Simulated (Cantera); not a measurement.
An adiabatic, constant-pressure homogeneous reactor starts with 17.4 % CH4, 17.4 % O2, 65.3 % N2, equivalence ratio 2.0, at 1700 K and 1000000 Pa.

Computed with Cantera and GRI-Mech 3.0 (53 species, 325 reactions).

Problem. Predict: time of steepest temperature rise; temperature at 0.600 s; equilibrium temperature; x(O2) at 0.600 s; x(N2O) at 0.600 s; x(HCN) at 0.600 s.

Solution. 
```json
{
  "time_of_steepest_temperature_rise": "43.3 µs",
  "temperature at 0.600 s": "2714 K",
  "equilibrium_temperature": "2714 K",
  "x(O2) at 0.600 s": "1.58e-5 (gas-phase equilibrium 1.58e-5)",
  "x(N2O) at 0.600 s": "3.51e-8 (gas-phase equilibrium 3.51e-8)",
  "x(HCN) at 0.600 s": "1.00e-6 (gas-phase equilibrium 1.00e-6)"
}
```
